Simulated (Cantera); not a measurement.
A closed system holds: 1 mol Cu2O, 6.5 mol CO, 0.16 mol H2, at 2450 K and 53000 Pa.

Method: chemical equilibrium by Gibbs-energy minimisation in Cantera with the NASA 1993 tables (ideal gas, pure condensed phases). Candidate condensed phases: C, C6H6, C7H8, C8H18, Cu, CuO, Cu(OH)2, Cu2O, H2O; 113 gas species. Rates play no part.

Base state: CO 0.645, Cu 0.225, CO2 0.106, H2 0.00850, H2O 0.00848, Cu2 0.00294, H 0.00254, OH 0.000496 (mole fractions); condensed: gas only.

### Question
What changes in the equilibrium state with this change: CO from 6.5 to 0.72 mol?

### Answer
```tsv
species	before	after
CO2	0.106	0.478
Cu	0.225	0.241
H2O	0.00848	0.112
CO	0.645	0.0678
O2	4.06e-5	0.0742
OH	0.000496	0.0118
CuO	7.79e-5	0.00356
O	9.86e-5	0.00422
Cu(l), mol	0	1.67
```
